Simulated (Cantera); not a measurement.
A Cantera script and its output.

```python
import numpy as np
import cantera as ct

gas = ct.Solution("gri30.yaml")
gas.TPX = 1850, 63000, {'CH4': 1, 'CO2': 2}
inlet = ct.Reservoir(gas, clone=True)

reactor = ct.IdealGasConstPressureReactor(gas, energy="off", clone=False)
exhaust = ct.Reservoir(gas, clone=True)
tau = [0.92, 0.42, 0.19, 0.087, 0.039, 0.018, 0.0081, 0.0037, 0.0017, 0.00076][0]
for a, b in ((inlet, reactor), (reactor, exhaust)):
    ct.MassFlowController(a, b, mdot=lambda t: reactor.mass / tau)
net = ct.ReactorNet([reactor])
show = ['CH4', 'CO2', 'O', 'H2O', 'CH2CO']

rows = []
print(f"{'tau/s':>10s}{'T/K':>9s}" + "".join(f"{s:>11s}" for s in show))
for tau in [0.92, 0.42, 0.19, 0.087, 0.039, 0.018, 0.0081, 0.0037, 0.0017, 0.00076]:
    net.initial_time = 0.0
    net.advance(30 * tau)
    before = gas.X
    net.advance(40 * tau)
    drift = np.max(np.abs(gas.X - before) / (gas.X + 1e-9))
    rows.append([gas.T, *gas[show].X, drift])
    print(f"{tau:10.3e}{gas.T:9.1f}" + "".join(f"{x:11.3e}" for x in gas[show].X))
```

Output:

```
     tau/s      T/K        CH4        CO2          O        H2O      CH2CO
 9.200e-01   1850.0  6.213e-03  7.953e-02  1.159e-08  1.473e-01  8.613e-06
 4.200e-01   1850.0  9.288e-03  9.120e-02  1.083e-08  1.588e-01  1.785e-05
 1.900e-01   1850.0  1.341e-02  1.104e-01  9.874e-09  1.745e-01  3.460e-05
 8.700e-02   1850.0  1.890e-02  1.390e-01  8.846e-09  1.909e-01  6.052e-05
 3.900e-02   1850.0  2.729e-02  1.814e-01  7.702e-09  2.026e-01  9.429e-05
 1.800e-02   1850.0  4.088e-02  2.388e-01  6.478e-09  1.998e-01  1.198e-04
 8.100e-03   1850.0  6.586e-02  3.192e-01  5.152e-09  1.717e-01  1.156e-04
 3.700e-03   1850.0  1.054e-01  4.146e-01  3.924e-09  1.197e-01  8.087e-05
 1.700e-03   1850.0  1.564e-01  5.070e-01  2.900e-09  6.520e-02  4.291e-05
 7.600e-04   1850.0  2.120e-01  5.803e-01  2.085e-09  2.687e-02  1.670e-05
```

Detailed kinetics in Cantera: GRI-Mech 3.0 (53 species, 325 reactions).
